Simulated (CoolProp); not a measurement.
Saturation properties of normal hydrogen.

Values from CoolProp's reference Helmholtz-energy equation of state, Leachman 2009.

| T (K) | p (MPa) | liquid viscosity (µPa s) | vapour viscosity (µPa s) |
|---|---|---|---|
| 23.5 | 0.2301 | 10.6 | ___ |
| 24.3 | ___ | 9.96 | 1.23 |
| 25 | 0.3210 | 9.46 | 1.27 |
| 25.8 | 0.3785 | ___ | 1.33 |
| 26.6 | 0.4430 | 8.41 | 1.39 |
| 27.3 | 0.5053 | 7.97 | 1.44 |
| 28.1 | 0.5838 | 7.50 | 1.51 |
| 28.8 | ___ | ___ | 1.58 |
| 29.6 | 0.7537 | 6.62 | 1.67 |
| 30.3 | 0.8439 | 6.20 | 1.75 |
| 31.1 | 0.9563 | 5.69 | 1.88 |
| 31.8 | 1.063 | 5.19 | 2.03 |
| 32.6 | 1.197 | 4.47 | 2.30 |

Problem. Fill in the missing entries.

Solution. 
- 23.5, vapour viscosity (µPa s): 1.18
- 24.3, p (MPa): 0.2759
- 25.8, liquid viscosity (µPa s): 8.92
- 28.8, p (MPa): 0.6593
- 28.8, liquid viscosity (µPa s): 7.08

It boils at 20.4 K under 1 atm.

Viscosity comes from a separate model (Muzny 2013).
